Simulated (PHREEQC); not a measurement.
Solution (46 °C): 0.0015 mol CuSO4, 0.027 mol HNO3 and 0.006 mol Na2SO4 per kg of water. Closed to the air; pH follows from the charge balance.

The numbers come from PHREEQC with the ion-association model, phreeqc.dat.

Problem. The ionic strength comes out as 0.0409 mol/kgw. What activity coefficients do H+, NO3-, SO4-2, Na+, HSO4- get?

Solution. H+ 0.86, NO3- 0.81, SO4-2 0.48, Na+ 0.83, HSO4- 0.83.

No solid was allowed to form. At this temperature some constants are extrapolated from 25 °C, and those without enthalpy data are left unchanged.
